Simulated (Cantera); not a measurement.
Feed: 1 mol TiCl4, 3.9 mol CH4, 1.9 mol H2, held at 1.00 bar.

Method: chemical equilibrium by Gibbs-energy minimisation in Cantera with the NASA 1993 tables (ideal gas, pure condensed phases). Candidate condensed phases: C, C6H6, C7H8, C8H18, Ti, TiC, TiCl2, TiCl3, TiCl4; 96 gas species. TiC: taken at fixed stoichiometry. The numbers say what is thermodynamically allowed, not how fast it happens.

What share of the Ti ends up in condensed phases as a function of T (°C), at 1102, 1202, 1302, 1402, 1502, 1602, 1702, 1802, 1902?


```csv
T (°C),Ti condensed (%),as
1102,61.8,TiC(s)
1202,72.0,TiC(s)
1302,79.7,TiC(s)
1402,85.0,TiC(s)
1502,88.6,TiC(s)
1602,91.0,TiC(s)
1702,92.6,TiC(s)
1802,93.7,TiC(s)
1902,94.4,TiC(s)
```
